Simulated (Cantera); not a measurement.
An adiabatic, constant-pressure homogeneous reactor starts with CH₄ : O₂ : N₂ = 1 : 2.02 : 18.8 (molar parts), at 1400 K and 940000 Pa. Integrator tolerance rtol = 1e-08.

Model: GRI-Mech 3.0 (53 species, 325 reactions), integrated in Cantera.

```tsv
quantity	before	after
time of steepest temperature rise	1.34 ms	1.27 ms
temperature at 0.200 s	2319 K	2521 K
equilibrium temperature	2319 K	2521 K
x(CH₄) at 0.200 s	<1e-12 (gas-phase equilibrium <1e-12)	<1e-12 (gas-phase equilibrium <1e-12)
x(O₂) at 0.200 s	0.00227 (gas-phase equilibrium 0.00227)	0.00329 (gas-phase equilibrium 0.00329)
x(H₂) at 0.200 s	0.00142 (gas-phase equilibrium 0.00142)	0.00244 (gas-phase equilibrium 0.00244)
x(HCO) at 0.200 s	8.88e-10 (gas-phase equilibrium 8.88e-10)	5.26e-9 (gas-phase equilibrium 5.26e-9)
x(OH) at 0.200 s	0.00137 (gas-phase equilibrium 0.00137)	0.00252 (gas-phase equilibrium 0.00252)
x(CO) at 0.200 s	0.00378 (gas-phase equilibrium 0.00378)	0.00677 (gas-phase equilibrium 0.00677)
x(HCN) at 0.200 s	4.17e-11 (gas-phase equilibrium 4.17e-11)	3.06e-10 (gas-phase equilibrium 3.06e-10)
```

Q: What was changed between the two runs?
A. constant volume in place of constant pressure
B. CH4 1 to 0.59 parts
C. initial temperature 1400 to 975 K
D. initial temperature 1400 to 1475 K

A: A, constant volume in place of constant pressure
